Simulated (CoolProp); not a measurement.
c-C4F8 (RC318) along the isotherm 170.25 °C: fugacity coefficient from the reference equation and from simpler models built on Tc = 115.2 °C, pc = 2778 kPa, ω = 0.355; each cubic takes its own stable root.

The numbers come from the reference Helmholtz-energy equation of state, Platzer 1990 in CoolProp. This equation is an older, rougher fit.

| p (kPa) | phase | reference | van der Waals | Redlich-Kwong |
|---|---|---|---|---|
| 107 | gas | 0.9921 | 0.9918 | 0.9911 |
| 214 | gas | 0.9842 | 0.9835 | 0.9823 |
| 320 | gas | 0.9765 | 0.9754 | 0.9736 |
| 427 | gas | 0.9686 | 0.9672 | 0.9648 |
| 534 | gas | 0.9608 | 0.9590 | 0.9561 |
| 641 | gas | 0.9531 | 0.9509 | 0.9474 |
| 748 | gas | ? | 0.9427 | 0.9388 |
| 855 | gas | 0.9376 | ? | 0.9302 |
| 961 | gas | 0.9300 | 0.9265 | 0.9217 |
| 1070 | gas | 0.9222 | 0.9183 | 0.9131 |
| 1180 | gas | 0.9144 | 0.9100 | 0.9044 |
| 1280 | gas | 0.9073 | 0.9024 | 0.8965 |
| 1390 | gas | ? | 0.8941 | 0.8879 |

Some entries are withheld; supply them.


- 748, reference: 0.9453
- 855, van der Waals: 0.9346
- 1390, reference: 0.8995
